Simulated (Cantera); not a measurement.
Mixture: CH4 : O2 : N2 : CO2 = 1 : 2.99 : 11.2 : 0.017 (molar parts), equivalence ratio 0.67, at 1.00 bar, adiabatic and at constant volume. Ignition delay is the time to a rise of 400 K.

Detailed kinetics in Cantera: GRI-Mech 3.0 (53 species, 325 reactions).

Q: Predict: delay at 1323 K; delay at 1473 K; delay at 1623 K; delay at 1773 K; delay at 1923 K; apparent activation energy between 1848 and 1998 K.

A: 
```json
{
  "delay at 1323 K": "6.84 ms",
  "delay at 1473 K": "1.26 ms",
  "delay at 1623 K": "0.339 ms",
  "delay at 1773 K": "0.121 ms",
  "delay at 1923 K": "52.6 µs",
  "apparent activation energy between 1848 and 1998 K": "160 kJ/mol"
}
```
